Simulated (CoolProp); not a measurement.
Values from CoolProp's reference Helmholtz-energy equation of state, Span 2000.

Problem. For nitrogen, give the phase and the speed of sound (m/s), isothermal compressibility (1/MPa), viscosity (µPa s), Prandtl number at 336.5 K and 118 bar.

Solution. 
- 336.5 K and 118 bar: supercritical; speed of sound 408, isothermal compressibility 0.0804, viscosity 21.7, Prandtl number 0.749

Viscosity comes from a separate model (Lemmon 2004). Thermal conductivity comes from a separate model (Lemmon 2004).
